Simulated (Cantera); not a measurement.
Cantera run, input and output.

```python
import numpy as np
import cantera as ct

gas = ct.Solution("gri30.yaml")
gas.TPX = 525, 560000, {'CH3OH': 1, 'O2': 1.85, 'N2': 6.96}
flame = ct.FreeFlame(gas, width=0.012)
flame.set_refine_criteria(ratio=3, slope=0.08, curve=0.16)
flame.transport_model = "unity-Lewis-number"
flame.solve(loglevel=0, auto=True)
z, T = flame.grid, flame.T
thick = (T[-1] - T[0]) / np.gradient(T, z).max()
show = ['CH3OH', 'O2', 'CH2CO', 'O', 'NO', 'H2O']
print(f"laminar burning velocity  {flame.velocity[0] * 100:.3f} cm/s")
print(f"burnt temperature         {T[-1]:.1f} K")
print(f"thermal thickness         {thick * 1e3:.4f} mm")
print(f"grid points               {len(z)}")
z0 = z[flame.heat_release_rate.argmax()]
print(f"{'z/mm':>9s}{'T/K':>9s}{'u/(m/s)':>9s}" + "".join(f"{s:>11s}" for s in show))
rows = []
for k in (-3, -2, -1.5, -1, -0.5, -0.25, 0, 0.25, 0.5, 1, 2, 4, 8):
    zz = z0 + k * thick
    rows.append([k * thick, np.interp(zz, z, T), np.interp(zz, z, flame.velocity),
                 *(np.interp(zz, z, flame.X[gas.species_index(s)]) for s in show)])
    print(f"{rows[-1][0] * 1e3:9.3f}{rows[-1][1]:9.1f}{rows[-1][2]:9.3f}" + "".join(f"{x:11.3e}" for x in rows[-1][3:]))
```

Output:

```
laminar burning velocity  45.708 cm/s
burnt temperature         2199.5 K
thermal thickness         0.0937 mm
grid points               137
     z/mm      T/K  u/(m/s)      CH3OH         O2      CH2CO          O         NO        H2O
   -0.281    526.4    0.458  1.018e-01  1.885e-01  1.146e-09  2.870e-20  5.751e-10  1.777e-04
   -0.187    535.0    0.466  1.011e-01  1.876e-01  8.118e-09  2.997e-18  4.368e-09  1.259e-03
   -0.141    556.3    0.485  9.942e-02  1.856e-01  2.547e-08  7.200e-17  1.580e-08  3.951e-03
   -0.094    654.3    0.574  9.145e-02  1.763e-01  1.063e-07  2.618e-14  9.856e-08  1.648e-02
   -0.047   1026.1    0.923  5.985e-02  1.394e-01  4.266e-07  2.547e-09  9.630e-07  6.616e-02
   -0.023   1374.0    1.265  2.968e-02  1.038e-01  7.361e-07  1.438e-06  2.898e-06  1.138e-01
    0.000   1764.2    1.660  2.127e-03  6.504e-02  9.332e-07  6.034e-04  6.819e-06  1.650e-01
    0.023   1932.9    1.808  2.282e-06  4.817e-02  8.384e-08  2.343e-03  1.002e-05  1.792e-01
    0.047   2015.9    1.874  4.301e-09  4.281e-02  4.826e-09  1.982e-03  1.256e-05  1.824e-01
    0.094   2099.1    1.939  4.143e-12  3.843e-02  3.390e-11  1.208e-03  1.618e-05  1.859e-01
    0.187   2159.3    1.985  8.765e-16  3.565e-02  1.338e-14  5.868e-04  2.063e-05  1.892e-01
    0.375   2189.8    2.009  3.425e-17  3.438e-02  1.338e-17  2.968e-04  2.577e-05  1.910e-01
    0.749   2198.9    2.016  4.755e-18  3.402e-02  1.605e-18  2.206e-04  3.301e-05  1.916e-01
```

Model: GRI-Mech 3.0 (53 species, 325 reactions), integrated in Cantera. GRI-Mech 3.0 was tuned for natural gas; its chemistry of methanol as a main component is partial and can be far from experiment. Unity Lewis numbers drop preferential diffusion, which matters most where H2 and H carry the flame. Burning velocities carry a grid error of a few per cent, more on coarse grids.
